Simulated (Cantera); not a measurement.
Cantera with NASA thermochemical tables; ideal gases at 1 bar, condensed phases pure. Values are per mole of reaction as written; species without (g) are pure solids or liquids, kept so even where they would boil at 1 bar.

H2S(g) + Mg(g) ⇌ MgS + H2(g), with ΔH° = -472.3 kJ and ΔS° = -173.3 J/K at 300 K.

Question: How far is the shortcut ΔG° ≈ ΔH°(300 K) − T·ΔS°(300 K) from the full temperature-dependent value at 1300, 1400, 1500, 1600, 1700, 1800, 1900, 2000, 2100 K?

Answer: 
| T (K) | shortcut (kJ) | full (kJ) | difference (kJ) | difference in log10 K |
|---|---|---|---|---|
| 1300 | -247.0 | -264.5 | 17.5 | -0.70 |
| 1400 | -229.7 | -249.9 | 20.2 | -0.75 |
| 1500 | -212.4 | -235.4 | 23.0 | -0.80 |
| 1600 | -195.0 | -221.0 | 26.0 | -0.85 |
| 1700 | -177.7 | -206.7 | 29.0 | -0.89 |
| 1800 | -160.4 | -192.5 | 32.1 | -0.93 |
| 1900 | -143.0 | -178.3 | 35.3 | -0.97 |
| 2000 | -125.7 | -164.3 | 38.6 | -1.01 |
| 2100 | -108.4 | -150.3 | 41.9 | -1.04 |
The shortcut ignores the heat-capacity change of the reaction.
